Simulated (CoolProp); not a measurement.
Vapour-liquid equilibrium of R152A (1) + R113 (2) at 30.15 °C; x and y are mole fractions of (1).

Model: multi-fluid Helmholtz-energy mixture model, Outcalt 1996 and Marx 1992; pair parameters Bell 2016, in CoolProp.

| x | bubble pressure, mixture model (bar) | bubble pressure, Raoult's law (bar) | y, mixture model | y, Raoult's law |
|---|---|---|---|---|
| 0.05 | ? | 0.8658 | 0.539 | 0.400 |
| 0.125 | 1.991 | 1.344 | 0.741 | 0.644 |
| 0.2 | ? | 1.823 | 0.817 | 0.760 |
| 0.275 | ? | 2.302 | 0.857 | 0.828 |
| 0.35 | ? | 2.780 | 0.882 | 0.872 |
| 0.425 | 4.239 | 3.259 | 0.900 | 0.904 |
| 0.5 | 4.608 | 3.737 | 0.913 | 0.927 |
| 0.575 | 4.940 | 4.216 | 0.924 | 0.945 |
| 0.65 | 5.253 | 4.694 | 0.935 | 0.959 |
| 0.725 | 5.565 | 5.173 | 0.946 | 0.971 |
| 0.8 | 5.891 | 5.652 | 0.957 | 0.981 |
| 0.875 | 6.244 | 6.130 | 0.971 | 0.989 |
| 0.95 | ? | 6.609 | 0.987 | 0.996 |

Problem. Fill in the missing entries.

Solution. 
- 0.05, bubble pressure, mixture model (bar): 1.162
- 0.2, bubble pressure, mixture model (bar): 2.704
- 0.275, bubble pressure, mixture model (bar): 3.306
- 0.35, bubble pressure, mixture model (bar): 3.811
- 0.95, bubble pressure, mixture model (bar): 6.638

The largest gap from Raoult's law is +48.3 % in bubble pressure, at x = 0.2. No azeotrope shows between x = 0.05 and 0.95.

The pair parameters rest on a limited set of measurements; away from them the model extrapolates.
